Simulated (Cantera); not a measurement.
**Thermodynamics of chlorosilane synthesis and conversion, feed SiCl₄ + H₂ + HCl**

Feed: 1 mol SiCl₄, 2.1 mol H₂, a varied amount of HCl, equilibrated at 1175 K and 2030 Torr.

Cantera equilibrium calculation (NASA polynomials, part measured and part estimated; ideal gas, pure solids and liquids). Candidate condensed phases: Si; 19 gas species. The tables' values for SiCl₃ are old estimates; treat these amounts as uncertain. The numbers say what is thermodynamically allowed, not how fast it happens.

| n(HCl) (mol) | x H₂ | x HCl | x SiCl₄ | x SiHCl₃ |
|---|---|---|---|---|
| 0.52 | 0.558 | 0.166 | 0.254 | 0.0201 |
| 1.1 | 0.489 | 0.273 | 0.227 | 0.00962 |
| 1.6 | 0.440 | 0.347 | 0.206 | 0.00615 |
| 2.1 | 0.399 | 0.409 | 0.187 | 0.00432 |
| 2.7 | 0.359 | 0.469 | 0.169 | 0.00305 |
| 3.2 | 0.331 | 0.511 | 0.156 | 0.00238 |
| 3.7 | 0.307 | 0.546 | 0.145 | 0.00192 |
x: gas mole fraction; nothing condenses.

From 0.52 mol HCl to 3.7 mol HCl nothing is condensed. The main Si-bearing gas is SiCl₄ throughout.
